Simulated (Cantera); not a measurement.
A freely propagating, adiabatic, planar premixed flame of CH4 : CO : O2 : N2 = 1 : 0.064 : 1.45 : 5.81 (molar parts), unburnt at 575 K and 750 Torr; mixture-averaged transport, grid criteria slope 0.08 and curve 0.16, no radiation.

Detailed kinetics in Cantera: GRI-Mech 3.0 (53 species, 325 reactions). Burning velocities carry a grid error of a few per cent, more on coarse grids.

Predict: laminar burning velocity; thermal thickness; peak x(O).


```json
{
 "laminar_burning_velocity": "59.3 cm/s",
 "thermal_thickness": "0.551 mm",
 "peak x(O)": "0.000228"
}
```
